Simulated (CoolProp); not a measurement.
Vapour-liquid equilibrium of ethanol (1) + n-octane (2) at 10.2 bar; x and y are mole fractions of (1).

The numbers come from the multi-fluid Helmholtz-energy mixture model, Schroeder 2014 and Beckmüller 2019; pair parameters Bell 2016 in CoolProp.

```json
[
 {"x": "0.05", "bubble temperature, mixture model (K)": "484.7", "bubble temperature, Raoult's law (K)": "496.3", "y, mixture model": "0.299", "y, Raoult's law": "0.224"},
 {"x": "0.125", "bubble temperature, mixture model (K)": "462.2", "bubble temperature, Raoult's law (K)": "482.6", "y, mixture model": "0.541", "y, Raoult's law": "0.437"},
 {"x": "0.2", "bubble temperature, mixture model (K)": "450.3", "bubble temperature, Raoult's law (K)": "472.3", "y, mixture model": "0.647", "y, Raoult's law": "0.575"},
 {"x": "0.275", "bubble temperature, mixture model (K)": "443.6", "bubble temperature, Raoult's law (K)": "464.1", "y, mixture model": "0.702", "y, Raoult's law": "0.671"},
 {"x": "0.35", "bubble temperature, mixture model (K)": "439.4", "bubble temperature, Raoult's law (K)": "457.3", "y, mixture model": "0.738", "y, Raoult's law": "0.742"},
 {"x": "0.425", "bubble temperature, mixture model (K)": "436.5", "bubble temperature, Raoult's law (K)": "451.5", "y, mixture model": "0.764", "y, Raoult's law": "0.797"},
 {"x": "0.5", "bubble temperature, mixture model (K)": "434.2", "bubble temperature, Raoult's law (K)": "446.6", "y, mixture model": "0.786", "y, Raoult's law": "0.841"},
 {"x": "0.575", "bubble temperature, mixture model (K)": "432.3", "bubble temperature, Raoult's law (K)": "442.2", "y, mixture model": "0.807", "y, Raoult's law": "0.877"},
 {"x": "0.65", "bubble temperature, mixture model (K)": "430.6", "bubble temperature, Raoult's law (K)": "438.4", "y, mixture model": "0.829", "y, Raoult's law": "0.907"},
 {"x": "0.725", "bubble temperature, mixture model (K)": "429.1", "bubble temperature, Raoult's law (K)": "434.9", "y, mixture model": "0.854", "y, Raoult's law": "0.932"},
 {"x": "0.8", "bubble temperature, mixture model (K)": "427.6", "bubble temperature, Raoult's law (K)": "431.8", "y, mixture model": "0.883", "y, Raoult's law": "0.954"},
 {"x": "0.875", "bubble temperature, mixture model (K)": "426.3", "bubble temperature, Raoult's law (K)": "428.9", "y, mixture model": "0.919", "y, Raoult's law": "0.973"},
 {"x": "0.95", "bubble temperature, mixture model (K)": "425.2", "bubble temperature, Raoult's law (K)": "426.3", "y, mixture model": "0.964", "y, Raoult's law": "0.990"}
]
```

The largest gap from Raoult's law is -22.0 K in bubble temperature, at x = 0.2. No azeotrope shows between x = 0.05 and 0.95.

Pair parameters are fitted to limited data, so mixtures are less certain than the pure fluids. With so large a gap from Raoult's law the liquid may split in two, which this calculation doesn't test in full.
